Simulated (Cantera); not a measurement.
**Adiabatic ignition**

An adiabatic, constant-pressure homogeneous reactor starts with 16.1 % CH₄, 0.691 % CO, 14.1 % O₂, 57.9 % N₂, 11.3 % CO₂, equivalence ratio 2.3, at 1675 K and 3.26 atm.

Model: GRI-Mech 3.0 (53 species, 325 reactions), integrated in Cantera.

```csv
t (s),T (K),x CH₄,x CO,x O₂,x C₂H₄,x C₂H₂,x H₂O,x OH
5.00e-6,1675,0.161,0.00691,0.141,7.35e-8,2.51e-11,1.63e-5,2.53e-7
1.24e-5,1675,0.160,0.00691,0.141,1.61e-6,1.50e-9,8.06e-5,5.55e-7
3.06e-5,1675,0.160,0.00693,0.141,3.03e-5,9.18e-8,0.000450,1.32e-6
7.58e-5,1685,0.155,0.00756,0.139,0.000400,4.90e-6,0.00304,4.27e-6
0.000188,2396,0.00251,0.145,0.000652,6.03e-5,0.0119,0.159,0.000855
0.000464,2370,0.000147,0.192,3.82e-6,2.54e-7,0.000322,0.154,0.000534
0.00115,2366,4.05e-9,0.193,4.74e-6,3.50e-12,7.54e-9,0.154,0.000589
0.00284,2366,1.27e-10,0.193,4.79e-6,<1e-12,<1e-12,0.154,0.000593
0.00704,2367,1.26e-10,0.193,4.81e-6,<1e-12,<1e-12,0.154,0.000594
0.0174,2367,1.25e-10,0.193,4.83e-6,<1e-12,<1e-12,0.154,0.000595
0.0431,2367,1.24e-10,0.193,4.84e-6,<1e-12,<1e-12,0.154,0.000596
0.107,2367,1.24e-10,0.193,4.84e-6,<1e-12,<1e-12,0.154,0.000596
0.264,2367,1.24e-10,0.193,4.84e-6,<1e-12,<1e-12,0.154,0.000596
0.653,2367,1.24e-10,0.193,4.84e-6,<1e-12,<1e-12,0.154,0.000596
1.62,2367,1.24e-10,0.193,4.84e-6,<1e-12,<1e-12,0.154,0.000596
4.00,2367,1.24e-10,0.193,4.84e-6,<1e-12,<1e-12,0.154,0.000596
```
x: mole fraction; the columns are a selection and need not sum to one.

```json
{
 "time_of_steepest_temperature_rise": "0.173 ms",
 "temperature at 4.00 s": "2367 K",
 "equilibrium_temperature": "2367 K",
 "x(CH₄) at 4.00 s": "1.24e-10 (gas-phase equilibrium 1.39e-10)",
 "x(CO) at 4.00 s": "0.193 (gas-phase equilibrium 0.193)",
 "x(O₂) at 4.00 s": "4.84e-6 (gas-phase equilibrium 4.84e-6)"
}
```
